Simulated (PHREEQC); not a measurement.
Make-up at 15 °C: 0.029 mol/kgw KH2PO4, 0.014 mol/kgw Na2HPO4 and 0.081 mol/kgw NaCl. Closed to the air; pH follows from the charge balance.

Computed with PHREEQC (ion-association model, phreeqc.dat).

Q: The ionic strength comes out as 0.150 mol/kgw. What activity coefficients do HPO4-2, K+, Cl-, Na+, H2PO4- get?

A: HPO4-2 0.33, K+ 0.74, Cl- 0.74, Na+ 0.77, H2PO4- 0.77.

Precipitation was switched off in this run. Complexes and solids missing from the database can't appear.
